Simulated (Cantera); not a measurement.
Input: 1 mol SiHCl₃, 52 mol H₂, held at 0.330 bar.

Equilibrium computed with Cantera from the NASA thermochemical tables; the gas is ideal and each condensed phase is pure. Candidate condensed phases: Si; 19 gas species. The tables' values for SiCl, SiCl₃ are old estimates; treat these amounts as uncertain. Gases not in the tables: Si₂H₆ and higher silanes. Kinetics and transport are ignored.

x: gas mole fraction; n: condensed amount in mol.

| T (K) | x H₂ | x H | x HCl | x Si | x SiCl₄ | x SiHCl₃ | n Si(s) | n Si(l) |
|---|---|---|---|---|---|---|---|---|
| 948 | 0.980 | 9.04e-10 | 0.00521 | <1e-12 | (withheld) | 0.00644 | 0.216 | 0 |
| 1148 | 0.968 | 1.23e-7 | 0.0214 | <1e-12 | (withheld) | 0.00401 | 0.434 | 0 |
| 1348 | 0.954 | 3.93e-6 | 0.0389 | 5.70e-10 | (withheld) | 0.000898 | 0.626 | 0 |
| 1548 | 0.951 | 5.23e-5 | 0.0419 | 9.63e-8 | (withheld) | 9.91e-5 | 0.643 | 0 |
| 1748 | 0.951 | 0.000388 | 0.0425 | 4.41e-6 | (withheld) | 1.42e-5 | 0 | 0.649 |
| 1948 | 0.948 | 0.00192 | 0.0445 | 7.04e-5 | (withheld) | 2.64e-6 | 0 | 0.696 |
| 2148 | 0.941 | 0.00704 | 0.0457 | 0.000667 | (withheld) | 6.52e-7 | 0 | 0.680 |
| 2348 | 0.923 | 0.0206 | 0.0455 | 0.00428 | (withheld) | 1.94e-7 | 0 | 0.427 |
| 2548 | 0.884 | 0.0506 | 0.0462 | 0.0119 | (withheld) | 4.41e-8 | 0 | 0 |

Q: Some entries are withheld; supply them.

A: 
- 948, x SiCl₄: 0.00759
- 1148, x SiCl₄: 0.00442
- 1348, x SiCl₄: 0.000644
- 1548, x SiCl₄: 3.57e-5
- 1748, x SiCl₄: 2.89e-6
- 1948, x SiCl₄: 3.54e-7
- 2148, x SiCl₄: 6.18e-8
- 2348, x SiCl₄: 1.36e-8
- 2548, x SiCl₄: 2.52e-9
